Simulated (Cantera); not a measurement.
**Stirred combustor or abatement burner**

A perfectly stirred reactor is fed with 14.4 % CH₄, 18.0 % O₂, 67.6 % N₂, equivalence ratio 1.6, at 0.247 atm; it is adiabatic with a 698 K inlet, and is followed from long to short residence time, starting on the burning branch (τ in s: 0.05, 0.02, 0.0078, 0.0031, 0.0012, 0.00048, 0.00019, 7.5e-05, 3e-05).

Cantera simulation using GRI-Mech 3.0 (53 species, 325 reactions); the numbers are that mechanism's predictions, not measurements.

```csv
τ (s),T (K),x CH₄,x O₂,x C₂H₂,x HCN,x NO
0.050,2087,0.000121,0.000197,1.43e-5,7.38e-5,0.000248
0.020,2082,0.000247,0.000422,5.51e-5,0.000157,0.000240
0.0078,2075,0.000543,0.000980,0.000212,0.000298,0.000208
0.0031,2061,0.00116,0.00231,0.000625,0.000376,0.000144
0.0012,2024,0.00254,0.00578,0.00136,0.000272,7.30e-5
0.00048,698,0.144,0.180,<1e-12,<1e-12,<1e-12
0.00019,698,0.144,0.180,<1e-12,<1e-12,<1e-12
7.5e-5,698,0.144,0.180,<1e-12,<1e-12,<1e-12
3.0e-5,698,0.144,0.180,<1e-12,<1e-12,<1e-12
```
x: mole fraction; the columns are a selection and need not sum to one.
